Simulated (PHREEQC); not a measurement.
A solution holds 0.0072 mol/kgw Sr(NO3)2, 0.00046 mol/kgw Ca(OH)2 and 0.00015 mol/kgw Rb2SO4, at 25 °C. Closed to the air; pH follows from the charge balance.

Computed with PHREEQC (ion-association model, wateq4f.dat).

This is a speciation only: nothing precipitates in the calculation.

**Question.** Estimate the pH.

**Answer.** pH 10.89.

**Question.** In which forms is S present?

**Answer.** SO4-2 68 %, SrSO4 30 %, CaSO4 2.0 % of the S.
